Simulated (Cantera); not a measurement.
Ignition delay

Mixture: CH4 : CO : O2 : N2 = 1 : 0.032 : 2.96 : 11.1 (molar parts), equivalence ratio 0.68, at 5.20 bar, adiabatic and at constant volume. Ignition delay is the time to a rise of 400 K.

Detailed kinetics in Cantera: GRI-Mech 3.0 (53 species, 325 reactions).

| T0 (K) | delay (ms) |
|---|---|
| 1275 | 3.03 |
| 1325 | 1.68 |
| 1375 | 0.956 |
| 1425 | 0.560 |
| 1475 | 0.337 |
| 1525 | 0.209 |
| 1575 | 0.133 |
| 1625 | 0.0869 |
| 1675 | 0.0585 |

* **apparent activation energy between 1575 and 1675 K**: 180 kJ/mol
